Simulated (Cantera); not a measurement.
Charge: 1 mol HBr, 0.17 mol H2O, 0.66 mol N2, equilibrated at 998 K and 1000 Pa.

Equilibrium computed with Cantera from the NASA thermochemical tables; the gas is ideal and each condensed phase is pure. Candidate condensed phases: Br2, H2O; 27 gas species. Equilibrium is a limit: real reactors are often held back by kinetics, nucleation or transport.

Base state: HBr 0.545, N2 0.361, H2O 0.0929, Br 0.000813, H2 0.000618, Br2 0.000211 (mole fractions); condensed: gas only.

Question: What changes in the equilibrium state with this change: temperature from 998 K to 1850 K?

Answer: 
```
species    before     after
-------  --------  --------
N2          0.361     0.327
HBr         0.545     0.308
Br       0.000813     0.187
H2       0.000618    0.0928
H2O        0.0929    0.0840
H           <1e-9   0.00164
OH          <1e-9  0.000110
Br2      0.000211  0.000187
```
